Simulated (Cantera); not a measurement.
A closed system holds: 1 mol MgCO₃, 1.1 mol SO₂, 0.038 mol H₂O, at 475 °C and 0.100 bar.

Method: chemical equilibrium by Gibbs-energy minimisation in Cantera with the NASA 1993 tables (ideal gas, pure condensed phases). Candidate condensed phases: C, C₆H₆, C₇H₈, C₈H₁₈, H₂O, H₂SO₄, Mg, MgCO₃, MgO, Mg(OH)₂, MgS, MgSO₄, S; 130 gas species. Gases not in the tables: S₃ to S₇. Kinetics and transport are ignored.

Base state: CO₂ 0.552, SO₂ 0.391, S₂ 0.0334, H₂O 0.0196, S₂O 0.00188, H₂S 0.00145, COS 0.000221, CO 2.24e-5 (mole fractions); condensed: MgO(s) + MgSO₄(s).

Problem. What changes in the equilibrium state with this change: SO₂ from 1.1 to 0.32 mol?

Solution. 
```tsv
species	before	after
CO₂	0.552	0.742
SO₂	0.391	0.228
H₂O	0.0196	0.0280
S₂	0.0334	0.00131
S₈	1.71e-5	<1e-9
S₂O	0.00188	0.000127
COS	0.000221	3.44e-5
MgO(s), mol	0.738	0.991
MgSO₄(s), mol	0.262	0.00872
```

Problem. What changes in the equilibrium state with this change: temperature from 475 °C to 1502 °C?

Solution. 
| species | before | after |
|---|---|---|
| SO₂ | 0.391 | 0.513 |
| CO₂ | 0.552 | 0.462 |
| H₂O | 0.0196 | 0.0176 |
| S₂ | 0.0334 | 9.30e-9 |
| O₂ | <1e-9 | 0.00249 |
| H₂S | 0.00145 | 1.70e-9 |
| MgO(s), mol | 0.738 | 1.00 |
| MgSO₄(s), mol | 0.262 | 0 |

Problem. What changes in the equilibrium state with this change: temperature from 475 °C to 1150 °C?

Solution. 
```json
[
 {"species": "SO₂", "before": "0.391", "after": "0.514"},
 {"species": "CO₂", "before": "0.552", "after": "0.467"},
 {"species": "H₂O", "before": "0.0196", "after": "0.0178"},
 {"species": "S₂", "before": "0.0334", "after": "<1e-9"},
 {"species": "S₂O", "before": "0.00188", "after": "<1e-9"},
 {"species": "H₂S", "before": "0.00145", "after": "<1e-9"},
 {"species": "COS", "before": "0.000221", "after": "<1e-9"},
 {"species": "SO₃", "before": "<1e-9", "after": "8.44e-5"},
 {"species": "MgO(s), mol", "before": "0.738", "after": "1.00"},
 {"species": "MgSO₄(s), mol", "before": "0.262", "after": "0"}
]
```
